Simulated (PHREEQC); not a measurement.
Dissolve 0.01 mol/kgw CuCl2, 0.00023 mol/kgw HBF4 and 0.15 mol/kgw H3BO3 at 51 °C. Closed to the air; pH follows from the charge balance.

Equilibrium calculation in PHREEQC: ion-association model, wateq4f.dat.

```
Property                  Result
----------------  --------------
pH                          3.37
ionic strength    0.0288 mol/kgw
total alkalinity   -0.920 meq/kg
```

```json
[
 {"species": "H3BO3", "molality": "0.150", "activity": "0.151", "log γ": "0.003"},
 {"species": "Cl-", "molality": "0.0192", "activity": "0.0161", "log γ": "-0.075"},
 {"species": "Cu+2", "molality": "0.00915", "activity": "0.00490", "log γ": "-0.272"},
 {"species": "CuCl+", "molality": "0.000813", "activity": "0.000685", "log γ": "-0.074"},
 {"species": "H+", "molality": "0.000490", "activity": "0.000427", "log γ": "-0.060"},
 {"species": "F-", "molality": "0.000248", "activity": "0.000208", "log γ": "-0.076"},
 {"species": "HF", "molality": "0.000217", "activity": "0.000218", "log γ": "0.003"},
 {"species": "BF2(OH)2-", "molality": "0.000179", "activity": "0.000149", "log γ": "-0.080"},
 {"species": "CuF+", "molality": "2.74e-5", "activity": "2.31e-5", "log γ": "-0.073"},
 {"species": "BF(OH)3-", "molality": "1.93e-5", "activity": "1.61e-5", "log γ": "-0.080"},
 {"species": "BF3OH-", "molality": "1.13e-5", "activity": "9.41e-6", "log γ": "-0.080"},
 {"species": "CuCl2", "molality": "7.63e-6", "activity": "7.68e-6", "log γ": "0.003"},
 {"species": "BF4-", "molality": "3.98e-6", "activity": "3.32e-6", "log γ": "-0.080"},
 {"species": "H2BO3-", "molality": "3.79e-7", "activity": "3.15e-7", "log γ": "-0.080"},
 {"species": "HF2-", "molality": "2.35e-7", "activity": "1.97e-7", "log γ": "-0.076"},
 {"species": "CuOH+", "molality": "1.36e-7", "activity": "1.14e-7", "log γ": "-0.074"}
]
```

No solid was allowed to form. At this temperature some constants are extrapolated from 25 °C, and those without enthalpy data are left unchanged. Real BF4- forms and hydrolyses slowly; the run takes it at equilibrium.
